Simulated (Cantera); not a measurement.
A freely propagating, adiabatic, planar premixed flame of 3.41 % C2H6, 16.4 % O2, 61.5 % N2, 18.8 % CO2, unburnt at 625 K and 9.77 atm; unity-Lewis-number transport, grid criteria slope 0.08 and curve 0.16, no radiation.

Computed with Cantera and GRI-Mech 3.0 (53 species, 325 reactions). Unity Lewis numbers drop preferential diffusion, which matters most where H2 and H carry the flame. Burning velocities carry a grid error of a few per cent, more on coarse grids.

Task: Predict: laminar burning velocity; thermal thickness; peak x(CH3); peak x(H2).

Result: laminar burning velocity: 16.9 cm/s
thermal thickness: 0.132 mm
peak x(CH3): 0.000136
peak x(H2): 0.00282
